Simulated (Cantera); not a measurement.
A perfectly stirred reactor is fed with CO : H₂ : O₂ : N₂ : CO₂ = 1 : 0.22 : 1.2 : 4.5 : 0.96 (molar parts), equivalence ratio 0.51, at 1.20 bar; it is adiabatic with a 325 K inlet, and is followed from long to short residence time, starting on the burning branch (τ in s: 0.35, 0.16, 0.074, 0.034, 0.016, 0.0072, 0.0033, 0.0015, 0.00069, 0.00032, 0.00015, 6.7e-05, 3.1e-05).

Detailed kinetics in Cantera: GRI-Mech 3.0 (53 species, 325 reactions).

### Question
Predict: blow-out, bracketed by the residence times tried; x(CO) at τ = 0.350 s; x(H₂) at τ = 0.350 s; x(O₂) at τ = 0.350 s; x(O) at τ = 0.350 s; x(OH) at τ = 0.350 s; x(CO) at τ = 3.30 ms; x(H₂) at τ = 3.30 ms; x(O₂) at τ = 3.30 ms; x(O) at τ = 3.30 ms; x(OH) at τ = 3.30 ms.

### Answer
```json
{
  "blow_out_bracketed_by_the_residence_times_tried": "burning at 1.50 ms, out at 0.690 ms",
  "x(CO) at τ = 0.350 s": "0.000777",
  "x(H₂) at τ = 0.350 s": "2.35e-5",
  "x(O₂) at τ = 0.350 s": "0.0814",
  "x(O) at τ = 0.350 s": "9.73e-5",
  "x(OH) at τ = 0.350 s": "0.000324",
  "x(CO) at τ = 3.30 ms": "0.0160",
  "x(H₂) at τ = 3.30 ms": "0.000456",
  "x(O₂) at τ = 3.30 ms": "0.0877",
  "x(O) at τ = 3.30 ms": "0.00152",
  "x(OH) at τ = 3.30 ms": "0.000935"
}
```
